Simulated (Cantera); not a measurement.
A perfectly stirred reactor is fed with H₂ : O₂ : N₂ : H₂O = 1 : 0.595 : 2.24 : 0.21 (molar parts), equivalence ratio 0.84, at 1.00 bar; it is adiabatic with a 448 K inlet, and is followed from long to short residence time, starting on the burning branch (τ in s: 0.059, 0.032, 0.017, 0.0093, 0.005, 0.0027, 0.0015, 0.00079, 0.00042, 0.00023, 0.00012, 6.7e-05).

Computed with Cantera and GRI-Mech 3.0 (53 species, 325 reactions).

Problem. Predict: blow-out, bracketed by the residence times tried; x(H₂) at τ = 59.0 ms; x(O₂) at τ = 59.0 ms; x(H₂O) at τ = 59.0 ms; x(HO₂) at τ = 59.0 ms; x(N₂O) at τ = 59.0 ms; x(H₂) at τ = 1.50 ms; x(O₂) at τ = 1.50 ms; x(H₂O) at τ = 1.50 ms; x(HO₂) at τ = 1.50 ms; x(N₂O) at τ = 1.50 ms.

Solution. 
```json
{
  "blow_out_bracketed_by_the_residence_times_tried": "burning at 67.0 µs, the shortest tried",
  "x(H₂) at τ = 59.0 ms": "0.00333",
  "x(O₂) at τ = 59.0 ms": "0.0261",
  "x(H₂O) at τ = 59.0 ms": "0.333",
  "x(HO₂) at τ = 59.0 ms": "2.59e-6",
  "x(N₂O) at τ = 59.0 ms": "2.02e-7",
  "x(H₂) at τ = 1.50 ms": "0.0134",
  "x(O₂) at τ = 1.50 ms": "0.0298",
  "x(H₂O) at τ = 1.50 ms": "0.315",
  "x(HO₂) at τ = 1.50 ms": "7.49e-6",
  "x(N₂O) at τ = 1.50 ms": "1.61e-7"
}
```
